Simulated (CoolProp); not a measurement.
20 sccm (0 °C, 1 atm) of nitrogen bubbles through liquid n-decane at 332 K and leaves saturated at a total pressure of 0.0196 MPa (ideal gas phase). Each further row changes one setting.

Model: reference Helmholtz-energy equation of state, Lemmon 2006, in CoolProp. It is a short technical equation, of lower accuracy than the large ones.

```tsv
case	vapour pressure (kPa)	mole fraction of vapour	delivery (mg/min)	delivery (sccm)	change of delivery for a bath 1 K warmer (%)
as stated	1.43	0.0732	10.0	1.58	5.9
bath temperature 337 K	1.86	0.0951	13.3	2.10	5.8
total pressure 0.0392 MPa	1.43	0.0366	4.82	0.760	5.7
```
